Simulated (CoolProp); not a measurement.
Octamethylcyclotetrasiloxane (D4) along the isobar 0.101 MPa: density (kg/m³) from the reference equation and from simpler models built on Tc = 586.5 K, pc = 1.347 MPa, ω = 0.598; each cubic takes its own stable root.

Model: reference Helmholtz-energy equation of state, Thol 2015, in CoolProp.

```tsv
T (K)	phase	reference
490.5	gas	7.765
496.6	gas	7.649
502.8	gas	7.535
508.9	gas	7.427
515	gas	7.323
521.2	gas	7.220
527.3	gas	7.123
533.5	gas	7.027
539.6	gas	6.935
545.7	gas	6.846
551.9	gas	6.759
558	gas	6.675
564.1	gas	6.594
570.3	gas	6.513
576.4	gas	6.436
```

Task: How far does each simpler model (ideal gas, van der Waals, Redlich-Kwong, Soave-Redlich-Kwong, Peng-Robinson) lie from the reference over these 15 states: mean and median of the absolute difference, and the worst?

Result: 
- ideal gas: mean 4.0 %, median 3.9 %, worst -5.4 % at 490.5 K and 0.101 MPa
- van der Waals: mean 1.1 %, median 1.1 %, worst -2.0 % at 490.5 K and 0.101 MPa
- Redlich-Kwong: mean 0.5 %, median 0.5 %, worst -1.1 % at 490.5 K and 0.101 MPa
- Soave-Redlich-Kwong: mean 0.1 %, median 0.1 %, worst -0.3 % at 490.5 K and 0.101 MPa
- Peng-Robinson: mean 0.2 %, median 0.2 %, worst +0.2 % at 564.1 K and 0.101 MPa
